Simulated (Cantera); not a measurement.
Feed: 1 mol SiH2Cl2, 0.15 mol Cl2, 120 mol N2, equilibrated at 850 °C and 13.3 mbar.

Method: chemical equilibrium by Gibbs-energy minimisation in Cantera with the NASA 1993 tables (ideal gas, pure condensed phases). Candidate condensed phases: NH4Cl, Si, Si3N4; 28 gas species. N2 is the only nitrogen source here; it is nearly inert below about 1500 K, so the nitride shown seldom forms there in practice. The tables' values for SiCl3 are old estimates; treat these amounts as uncertain. The numbers say what is thermodynamically allowed, not how fast it happens.

Base state: N2 0.984, HCl 0.0140, H2 0.00123, SiCl4 0.00120, SiCl3 3.16e-5, SiCl2 1.03e-5 (mole fractions); condensed: Si3N4(s).

Q: What changes in the equilibrium state with this change: SiH2Cl2 replaced by Si3H8?

A: 
```tsv
species	before	after
N2	0.984	0.966
H2	0.00123	0.0315
HCl	0.0140	0.00246
SiCl2	1.03e-5	1.25e-8
SiCl4	0.00120	1.73e-9
SiCl3	3.16e-5	1.32e-9
Si3N4(s), mol	0.283	1.000
```
The feed counts by its element totals alone.

Q: What changes in the equilibrium state with this change: temperature from 850 °C to 577 °C?

A: 
```
species         before    after
-------------  -------  -------
N2               0.984    0.984
HCl             0.0140   0.0130
H2             0.00123  0.00171
SiCl4          0.00120  0.00147
SiCl2          1.03e-5    <1e-9
SiCl3          3.16e-5  1.20e-7
Si3N4(s), mol    0.283    0.274
```
